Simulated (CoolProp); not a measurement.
The fluid at 298.15 K and 0.369 MPa (stagnation) flows isentropically through a choked orifice. The same conditions are run with several fluids, on thermodynamics alone (safety and materials aside).

Computed with CoolProp (reference Helmholtz-energy equation of state of each fluid (C3F8 (R218): Lemmon 2006; R1132(E): Akasaka 2024; R134a: Tillner-Roth 1994; CF4 (R14): Platzer 1990; CH2F2 (R32): Tillner-Roth 1997)). The equations of Platzer and Polt are older, rougher fits.

```
fluid        throat to inlet pressure ratio  mass flux (kg/(m² s))  throat temperature (K)
-----------  ------------------------------  ---------------------  ----------------------
C3F8 (R218)                      (withheld)                   2040                   288.5
R1132(E)                              0.573                   1220                   274.7
R134a                            (withheld)                   1530              (withheld)
CF4 (R14)                             0.571             (withheld)                   275.3
CH2F2 (R32)                      (withheld)                   1140              (withheld)
```

What belongs in the gaps?


- C3F8 (R218), throat to inlet pressure ratio: 0.602
- R134a, throat to inlet pressure ratio: 0.589
- R134a, throat temperature (K): 281.1
- CF4 (R14), mass flux (kg/(m² s)): 1420
- CH2F2 (R32), throat to inlet pressure ratio: 0.555
- CH2F2 (R32), throat temperature (K): 264.7
